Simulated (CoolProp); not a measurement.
Vapour-liquid equilibrium of cyclohexane (1) + ethylbenzene (2) at 75.75 °C; x and y are mole fractions of (1).

Computed with CoolProp (multi-fluid Helmholtz-energy mixture model, Zhou 2014 and Zhou 2012; pair parameters Bell 2016).

| x | bubble pressure, mixture model (bar) | bubble pressure, Raoult's law (bar) | y, mixture model | y, Raoult's law |
|---|---|---|---|---|
| 0.05 | 0.1882 | 0.1787 | 0.279 | 0.244 |
| 0.2 | 0.3213 | 0.2880 | 0.639 | 0.605 |
| 0.35 | 0.4426 | 0.3972 | 0.782 | 0.767 |
| 0.5 | 0.5508 | 0.5065 | 0.859 | 0.860 |
| 0.65 | 0.6489 | 0.6157 | 0.911 | 0.919 |
| 0.8 | 0.7423 | 0.7250 | 0.951 | 0.961 |
| 0.95 | 0.8373 | 0.8342 | 0.988 | 0.991 |

The largest gap from Raoult's law is +11.6 % in bubble pressure, at x = 0.2. No azeotrope shows between x = 0.05 and 0.95.

The pair parameters rest on a limited set of measurements; away from them the model extrapolates.
